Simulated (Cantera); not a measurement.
Cantera run:

```python
import numpy as np
import cantera as ct

gas_names = """
    C CN CO CO2 C2 CCN CNC C2N2 C2O C3 C3O2 C4 C4N2 C5 Fe FeC5O5 FeO N NCO NO NO2 NO3 N2 N2O O O2 O3
""".split()
cond_names = """
    C(gr) Fe(a) Fe(c) Fe(d) Fe(L) FeC5O5(L) FeO(s) FeO(L) Fe2O3(s) Fe3O4(s)
""".split()


def load(file, names, dense=False):
    # The tables refer to 1 bar. Condensed volumes are neglected.
    table = {s.name: s for s in ct.Species.list_from_file(file)}
    out = []
    for n in names:
        d = dict(table[n].input_data)
        d["thermo"] = dict(d["thermo"], **{"reference-pressure": 1e5})
        if dense:
            d["equation-of-state"] = {"model": "constant-volume", "density": "1e6 g/cm^3"}
        out.append(ct.Species.from_dict(d))
    return out


gas = ct.Solution(thermo="ideal-gas", species=load("nasa_gas.yaml", gas_names))
cond = {s.name: ct.Solution(thermo="fixed-stoichiometry", species=[s], name=s.name)
        for s in load("nasa_condensed.yaml", cond_names, dense=True)}
atoms = {
    'Fe(CO)5': {'Fe': 1, 'C': 5, 'O': 5},
    'CO': {'C': 1, 'O': 1},
    'N2': {'N': 2},
    'O2': {'O': 2},
}
top_T = {'C(gr)': 4500, 'Fe2O3(s)': 1830, 'Fe3O4(s)': 1870}  # K; cautious upper limits of use, not melting points


def equilibrate(T, P, feed):
    n = {}
    for name, mol in feed.items():
        for a, k in atoms[name].items():
            n[a] = n.get(a, 0.0) + k * mol
    gas.TPX = T, P, n
    mass = sum(n.values()) * gas.mean_molecular_weight
    gas.equilibrate("TP")
    valid = [c for c in cond.values() if c.min_temp <= T <= top_T.get(c.name, c.max_temp)]
    mix = ct.Mixture([(gas, mass / gas.mean_molecular_weight)] + [(c, 0.0) for c in valid])
    mix.T, mix.P = T, P
    mix.equilibrate("TP", solver="vcs", rtol=1e-11, max_steps=5000)
    return mix


results = []
feed = {'Fe(CO)5': 1, 'CO': 0.42, 'N2': 46, 'O2': 0.31}  # mol
P = 7500  # Pa
for T in [973, 1023, 1073, 1123, 1173, 1223, 1273, 1323, 1373, 1423, 1473]:
    mix = equilibrate(T, P, feed)
    results.append((T, P, feed, dict(zip(mix.species_names, mix.species_moles))))
    x = sorted(zip(gas.X, gas.species_names), reverse=True)
    print(f"T = {T:g} K  P = {P:g} Pa  gas = {mix.phase_moles(0):.4g} mol")
    print("   x: " + "  ".join(f"{s} {v:.3e}" for v, s in x if v > 0.001))
    print("   condensed (mol): " + ("  ".join(f"{mix.phase(i).name} {mix.phase_moles(i):.4g}"
          for i in range(1, mix.n_phases) if mix.phase_moles(i) > 1e-12) or "none"))
```

Output:

```
T = 973 K  P = 7500 Pa  gas = 51.42 mol
   x: N2 8.946e-01  CO 9.335e-02  CO2 1.206e-02
   condensed (mol): Fe(a) 1
T = 1023 K  P = 7500 Pa  gas = 51.42 mol
   x: N2 8.946e-01  CO 9.335e-02  CO2 1.206e-02
   condensed (mol): Fe(a) 1
T = 1073 K  P = 7500 Pa  gas = 51.42 mol
   x: N2 8.946e-01  CO 9.335e-02  CO2 1.206e-02
   condensed (mol): Fe(a) 1
T = 1123 K  P = 7500 Pa  gas = 51.42 mol
   x: N2 8.946e-01  CO 9.335e-02  CO2 1.206e-02
   condensed (mol): Fe(a) 1
T = 1173 K  P = 7500 Pa  gas = 51.42 mol
   x: N2 8.946e-01  CO 9.335e-02  CO2 1.206e-02
   condensed (mol): Fe(a) 1
T = 1223 K  P = 7500 Pa  gas = 51.42 mol
   x: N2 8.946e-01  CO 9.335e-02  CO2 1.206e-02
   condensed (mol): Fe(c) 1
T = 1273 K  P = 7500 Pa  gas = 51.42 mol
   x: N2 8.946e-01  CO 9.335e-02  CO2 1.206e-02
   condensed (mol): Fe(c) 1
T = 1323 K  P = 7500 Pa  gas = 51.42 mol
   x: N2 8.946e-01  CO 9.335e-02  CO2 1.206e-02
   condensed (mol): Fe(c) 1
T = 1373 K  P = 7500 Pa  gas = 51.42 mol
   x: N2 8.946e-01  CO 9.335e-02  CO2 1.206e-02
   condensed (mol): Fe(c) 1
T = 1423 K  P = 7500 Pa  gas = 51.42 mol
   x: N2 8.946e-01  CO 9.335e-02  CO2 1.206e-02
   condensed (mol): Fe(c) 1
T = 1473 K  P = 7500 Pa  gas = 51.42 mol
   x: N2 8.946e-01  CO 9.335e-02  CO2 1.206e-02
   condensed (mol): Fe(c) 0.9999
```

Cantera equilibrium calculation (NASA polynomials, part measured and part estimated; ideal gas, pure solids and liquids).
